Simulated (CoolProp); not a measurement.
The fluid at 354.13 K and 0.227 MPa is compressed adiabatically to 1.46 MPa with isentropic efficiency 0.85. The same conditions are run with several fluids, on thermodynamics alone (safety and materials aside).

The numbers come from the reference Helmholtz-energy equation of state of each fluid (normal hydrogen: Leachman 2009; R143a: Lemmon and Jacobsen 2000; R404A: Lemmon 2003; R1336mzz(Z): McLinden 2020; R142b: Lemmon 2006) in CoolProp. Blends and air are pseudo-pure fits.

```csv
fluid,work (kJ/kg),final temperature (K),final phase,final density (kg/m³)
normal hydrogen,(withheld),644.8,supercritical,0.546
R143a,(withheld),(withheld),gas,36.4
R404A,69.0,428.6,gas,42.8
R1336mzz(Z),34.9,410.6,gas,(withheld)
R142b,(withheld),431.6,gas,46.1
```

Problem. Fill in the missing entries.

Solution. 
- normal hydrogen, work (kJ/kg): 4230
- R143a, work (kJ/kg): 80.6
- R143a, final temperature (K): 434.0
- R1336mzz(Z), final density (kg/m³): 102
- R142b, work (kJ/kg): 65.3
